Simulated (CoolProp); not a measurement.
Octamethylcyclotetrasiloxane (D4) at several states: fugacity coefficient from the reference equation and from simpler models built on Tc = 586.5 K, pc = 1.347 MPa, ω = 0.598; each cubic takes its own stable root.

Values from CoolProp's reference Helmholtz-energy equation of state, Thol 2015.

| T (K) | p (MPa) | phase | reference |
|---|---|---|---|
| 528.5 | 0.37 | gas | 0.8582 |
| 387.3 | 0.0558 | liquid | 0.2690 |
| 604 | 3.62 | supercritical | 0.3693 |
| 358.8 | 0.0698 | liquid | 0.06716 |

Q: How far does each simpler model (van der Waals, Soave-Redlich-Kwong, Peng-Robinson) lie from the reference over these 4 states: mean and median of the absolute difference, and the worst?

A: 
- van der Waals: mean 398.1 %, median 135.1 %, worst +1317.8 % at 358.8 K and 0.0698 MPa
- Soave-Redlich-Kwong: mean 2.7 %, median 1.5 %, worst +7.3 % at 604 K and 3.62 MPa
- Peng-Robinson: mean 3.6 %, median 2.5 %, worst +9.2 % at 358.8 K and 0.0698 MPa

At some of these states van der Waals gives the other phase, because its saturation line lies elsewhere.
